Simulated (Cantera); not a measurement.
A perfectly stirred reactor is fed with CH4 : H2 = 1 : 16 (molar parts), at 0.270 bar; it is held at 1800 K, and followed from long to short residence time.

Model: GRI-Mech 3.0 (53 species, 325 reactions), integrated in Cantera. GRI-Mech 3.0 stops at C3 and has no aromatics, soot or wall deposition, so with more carbon than oxygen in the feed, carbon stays in small species such as C2H2 where larger ones or solid carbon would form.

```
quantity                  before     after
----------------------  --------  --------
x(CH4) at τ = 4.60 s     0.00503   0.00376
x(H2) at τ = 4.60 s        0.969     0.982
x(CH2) at τ = 4.60 s     5.51e-8   4.09e-8
x(C2H4) at τ = 4.60 s   0.000155   8.63e-5
x(H) at τ = 4.60 s      0.000678  0.000683
x(CH4) at τ = 0.130 s     0.0226    0.0156
x(H2) at τ = 0.130 s       0.960     0.975
x(CH2) at τ = 0.130 s    2.17e-7   1.54e-7
x(C2H4) at τ = 0.130 s  0.000140   6.78e-5
x(H) at τ = 0.130 s     0.000646  0.000660
```

Problem. Name the change that produced these shifts.
(A) temperature 1800 to 1950 K
(B) pressure from 0.270 bar to 0.000630 bar
(C) CH4 1 to 0.54 parts
(D) CH4 1 to 1.5 parts

Solution. C, CH4 1 to 0.54 parts
